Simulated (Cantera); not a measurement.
Feed: 1 mol B, 27 mol H₂, 0.15 mol N₂, 3.3 mol O₂, held at 750 K and 22.0 Pa.

These are equilibrium values from Cantera (NASA tables, ideal gas, pure condensed phases), not measurements of a reactor. Equilibrium is a limit: real reactors are often held back by kinetics, nucleation or transport.

| species | before | after |
|---|---|---|
| H₂ | 0.807 | 0.792 |
| H₂O | 0.188 | 0.167 |
| HBO₂ | 6.35e-7 | 0.0358 |
| B₂O₃ | <1e-9 | 0.000152 |
| H | <1e-9 | 6.64e-5 |
| HBO | <1e-9 | 2.22e-5 |
| (HBO₂)₃ | 0.000163 | 6.30e-7 |
| N₂ | 0.00553 | 0.00542 |
| B₂O₃(l), mol | 0.493 | 0 |
Gas species are given as mole fractions.

What was changed between the two runs?
(A) temperature from 750 K to 2075 K
(B) O₂ from 3.3 to 6.7 mol
(C) temperature from 750 K to 1300 K
(D) B replaced by B₂O₃

C, temperature from 750 K to 1300 K
